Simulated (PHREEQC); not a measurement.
Make-up at 25 °C: 2.5 mol/kgw K2CO3. Closed to the air; pH follows from the charge balance.

Model: Pitzer model, pitzer.dat, run in PHREEQC.

Precipitation was switched off in this run.

Predict the pH, activity of water, density.

pH 12.40; activity of water 0.874; density 1.230 g/cm³.

Complexes and solids missing from the database can't appear. In brines, pH and single-ion activities rest on the MacInnes convention.
